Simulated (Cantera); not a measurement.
A closed system holds: 1 mol BCl3, 8.9 mol H2O, 1.1 mol N2, equilibrated at 1525 K and 750 Torr.

Equilibrium computed with Cantera from the NASA thermochemical tables; the gas is ideal and each condensed phase is pure. Gases not in the tables: H3BO3. The numbers say what is thermodynamically allowed, not how fast it happens.

```csv
species,before,after
N2,0.0946,0.486
BCl3,7.16e-9,0.389
HCl,0.258,0.106
H2O,0.621,3.67e-7
B3O3Cl3,2.51e-9,0.0172
HBO2,0.0238,6.47e-6
(HBO2)3,0.00213,<1e-9
BCl2,<1e-9,7.13e-5
O2,3.77e-5,<1e-9
OH,2.80e-5,<1e-9
BOCl,8.19e-6,0.00155
B2O3,3.59e-5,4.51e-6
"B2O3(l), mol",0.324,0
```
Gas species are given as mole fractions.

Problem. What was changed between the two runs?
(A) temperature from 1525 K to 1323 K
(B) temperature from 1525 K to 1623.15 K
(C) temperature from 1525 K to 1423 K
(D) H2O from 8.9 to 0.12 mol

Solution. D, H2O from 8.9 to 0.12 mol. The tables' values for BOCl, BCl2 are old estimates; treat these amounts as uncertain
